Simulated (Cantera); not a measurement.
Input (Python, Cantera):

```python
import numpy as np
import cantera as ct

gas = ct.Solution("gri30.yaml")
gas.TPX = 2000, 1200, {'CH4': 0.022, 'H2': 1}
reactor = ct.IdealGasConstPressureReactor(gas, energy="off", clone=False)
net = ct.ReactorNet([reactor])
net.rtol, net.atol = 1e-08, 1e-18
show = ['CH4', 'H2', 'CH2', 'CH3', 'C2H6', 'C2H4']
times = np.geomspace(2e-05, 60, 13)

steps = ct.SolutionArray(gas, extra=["t"])
rows = []
print(f"{'t/s':>10s}{'T/K':>9s}{'P/Pa':>11s}" + "".join(f"{s:>11s}" for s in show))
for t in times:
    while net.time < t:
        t_next = net.step()
        steps.append(gas.state, t=t_next)
    rows.append([np.interp(t, steps.t, y) for y in (steps.T, steps.P, *steps(*show).X.T)])
    print(f"{t:10.3e}{rows[-1][0]:9.1f}{rows[-1][1]:11.4g}" + "".join(f"{x:11.3e}" for x in rows[-1][2:]))
rate = np.gradient(steps.T, steps.t)
print("integrator steps:", len(steps.t))
if steps.T.max() > steps.T[0] + 200:
    print(f"time of steepest temperature rise: {steps.t[rate.argmax()]:.4e} s")
gas.TPX = 2000, 1200, {'CH4': 0.022, 'H2': 1}
gas.equilibrate("TP")
print(f"equilibrium (TP): T = {gas.T:.1f} K  " + "  ".join(f"{s} {gas[s].X[0]:.3e}" for s in show))
```

It prints:

```
       t/s      T/K       P/Pa        CH4         H2        CH2        CH3       C2H6       C2H4
 2.000e-05   2000.0       1200  2.152e-02  9.785e-01  1.646e-11  4.058e-06  7.704e-13  2.310e-12
 6.931e-05   2000.0       1200  2.151e-02  9.785e-01  2.216e-10  1.178e-05  3.299e-11  1.337e-10
 2.402e-04   2000.0       1200  2.149e-02  9.784e-01  3.130e-09  3.635e-05  8.134e-10  5.527e-09
 8.324e-04   2000.0       1200  2.140e-02  9.782e-01  4.080e-08  1.207e-04  1.286e-08  2.098e-07
 2.884e-03   2000.0       1200  2.109e-02  9.775e-01  4.763e-07  4.062e-04  1.398e-07  5.945e-06
 9.996e-03   2000.0       1200  1.958e-02  9.757e-01  4.415e-06  1.249e-03  8.592e-07  4.873e-05
 3.464e-02   2000.0       1200  1.172e-02  9.760e-01  1.118e-05  1.573e-03  7.898e-07  4.497e-05
 1.200e-01   2000.0       1200  2.941e-03  9.788e-01  5.810e-06  5.312e-04  6.796e-08  5.333e-06
 4.160e-01   2000.0       1200  4.768e-04  9.776e-01  1.677e-06  1.113e-04  2.281e-09  1.090e-06
 1.442e+00   2000.0       1200  8.172e-05  9.757e-01  4.160e-07  2.278e-05  7.928e-11  8.538e-07
 4.996e+00   2000.0       1200  2.277e-05  9.748e-01  1.325e-07  6.775e-06  7.254e-12  8.193e-07
 1.731e+01   2000.0       1200  1.796e-05  9.748e-01  1.051e-07  5.356e-06  4.826e-12  8.182e-07
 6.000e+01   2000.0       1200  1.795e-05  9.748e-01  1.050e-07  5.353e-06  4.822e-12  8.182e-07
integrator steps: 1265
equilibrium (TP): T = 2000.0 K  CH4 1.798e-05  H2 9.748e-01  CH2 1.052e-07  CH3 5.363e-06  C2H6 4.836e-12  C2H4 8.182e-07
```

Detailed kinetics in Cantera: GRI-Mech 3.0 (53 species, 325 reactions). GRI-Mech 3.0 stops at C3 and has no aromatics, soot or wall deposition, so with more carbon than oxygen in the feed, carbon stays in small species such as C2H2 where larger ones or solid carbon would form. Radical loss at walls, strong at low pressure, is not modelled.
